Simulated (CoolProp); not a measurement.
The numbers come from the reference Helmholtz-energy equation of state, Lemmon 2004 in CoolProp. It is a short technical equation, of lower accuracy than the large ones.

Problem. Give the vapour pressure (MPa), enthalpy of vaporisation (kJ/kg), surface tension (mN/m), vapour viscosity (µPa s) of saturated n-dodecane at 515.6 K.

Solution. 
```csv
T (K),p (MPa),enthalpy of vaporisation (kJ/kg),surface tension (mN/m),vapour viscosity (µPa s)
515.6,0.182,239,8.04,7.82
```

Viscosity comes from a separate model (Huber 2004). Surface tension comes from a separate correlation (Mulero 2012).
